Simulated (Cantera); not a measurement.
## Gas activation for diamond growth

An isothermal, constant-pressure homogeneous reactor starts with 2.33 % CH₄, 96.9 % H₂, 0.785 % H, at 2550 K and 0.0132 atm.

Detailed kinetics in Cantera: GRI-Mech 3.0 (53 species, 325 reactions). GRI-Mech 3.0 stops at C3 and has no aromatics, soot or wall deposition, so with more carbon than oxygen in the feed, carbon stays in small species such as C2H2 where larger ones or solid carbon would form. Radical loss at walls, strong at low pressure, is not modelled.

```csv
t (s),x CH₄,x H₂,x H,x C₂H₂,x C₂H₆,x C₂H
9.00e-5,0.0200,0.969,0.00807,1.69e-5,6.97e-7,1.11e-8
0.000260,0.0183,0.965,0.0124,0.000186,1.09e-6,1.91e-7
0.000754,0.0135,0.957,0.0223,0.00168,1.24e-6,3.11e-6
0.00218,0.00508,0.950,0.0345,0.00694,2.78e-7,2.00e-5
0.00632,0.000881,0.942,0.0455,0.0103,1.08e-8,3.94e-5
0.0183,0.000136,0.931,0.0580,0.0109,3.13e-10,5.39e-5
0.0529,2.15e-5,0.909,0.0796,0.0108,1.00e-11,7.54e-5
0.153,5.23e-6,0.865,0.125,0.0106,<1e-12,0.000121
0.443,1.72e-6,0.795,0.195,0.0101,<1e-12,0.000197
1.28,1.05e-6,0.756,0.234,0.00981,<1e-12,0.000241
3.71,1.03e-6,0.754,0.236,0.00979,<1e-12,0.000244
10.7,1.03e-6,0.754,0.236,0.00979,<1e-12,0.000244
31.1,1.03e-6,0.754,0.236,0.00979,<1e-12,0.000244
90.0,1.03e-6,0.754,0.236,0.00979,<1e-12,0.000244
```
x: mole fraction; the columns are a selection and need not sum to one.

Equilibrium at this temperature and pressure: CH₄ 1.03e-6, H₂ 0.754, H 0.236, C₂H₂ 0.00979, C₂H₆ <1e-12, C₂H 0.000244 (gas phase only).
